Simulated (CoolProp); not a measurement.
Vapour-liquid equilibrium of diethyl ether (1) + benzene (2) at 98.45 °C; x and y are mole fractions of (1).

The numbers come from the multi-fluid Helmholtz-energy mixture model, Thol 2014 and Thol 2012; pair parameters Bell 2016 in CoolProp.

```tsv
x	bubble pressure (MPa)	y at the bubble point	dew pressure at overall composition x (MPa)	liquid density (mol/L)
0.05	?	0.150	0.1794	10.06
0.2	0.2596	0.451	0.2030	9.788
0.35	0.3254	?	0.2335	9.517
0.5	0.3924	0.760	0.2746	9.242
0.65	?	0.852	0.3326	?
0.8	0.5322	0.924	0.4197	8.667
0.95	0.6060	0.983	?	?
```

Complete the blanks.


- 0.05, bubble pressure (MPa): 0.1945
- 0.35, y at the bubble point: 0.634
- 0.65, bubble pressure (MPa): 0.4612
- 0.65, liquid density (mol/L): 8.959
- 0.95, dew pressure at overall composition x (MPa): 0.5626
- 0.95, liquid density (mol/L): 8.359

No azeotrope shows between x = 0.05 and 0.95.

Pair parameters are fitted to limited data, so mixtures are less certain than the pure fluids.
